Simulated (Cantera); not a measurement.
Input: 1 mol Si, 2.9 mol Cl₂, 16 mol H₂, equilibrated at 1.00 bar.

Method: chemical equilibrium by Gibbs-energy minimisation in Cantera with the NASA 1993 tables (ideal gas, pure condensed phases). Candidate condensed phases: Si; 19 gas species. The tables' values for SiCl₃ are old estimates; treat these amounts as uncertain. Rates play no part.

x: gas mole fraction; nothing condenses.

| T (K) | x H₂ | x HCl | x SiCl₄ | x SiCl₂ | x SiHCl₃ | x SiCl₃ |
|---|---|---|---|---|---|---|
| 623 | 0.844 | 0.101 | 0.0558 | <1e-12 | 2.17e-5 | 1.66e-10 |
| 723 | 0.843 | 0.101 | 0.0557 | 1.59e-12 | 0.000139 | 1.88e-8 |
| 823 | 0.843 | 0.101 | 0.0553 | 7.05e-10 | 0.000556 | 6.59e-7 |
| 923 | 0.842 | 0.102 | 0.0543 | 7.91e-8 | 0.00159 | 1.03e-5 |
| 1023 | 0.840 | 0.104 | 0.0522 | 3.29e-6 | 0.00356 | 9.02e-5 |
| 1123 | 0.836 | 0.108 | 0.0487 | [?] | [?] | 0.000502 |
| 1223 | 0.830 | 0.114 | 0.0432 | 0.000678 | 0.00971 | 0.00192 |
| 1323 | 0.819 | 0.125 | 0.0346 | 0.00395 | 0.0115 | 0.00500 |
| 1423 | 0.801 | 0.144 | 0.0230 | 0.0127 | 0.00993 | 0.00860 |
| 1523 | 0.781 | [?] | [?] | [?] | [?] | 0.0101 |
| 1623 | 0.765 | 0.181 | 0.00517 | 0.0358 | 0.00338 | 0.00890 |

Problem. Some entries are withheld; supply them.

Solution. 
- 1523, x HCl: 0.165
- 1523, x SiCl₄: 0.0121
- 1523, x SiCl₂: 0.0250
- 1523, x SiHCl₃: 0.00642
- 1123, x SiCl₂: 6.44e-5
- 1123, x SiHCl₃: 0.00648
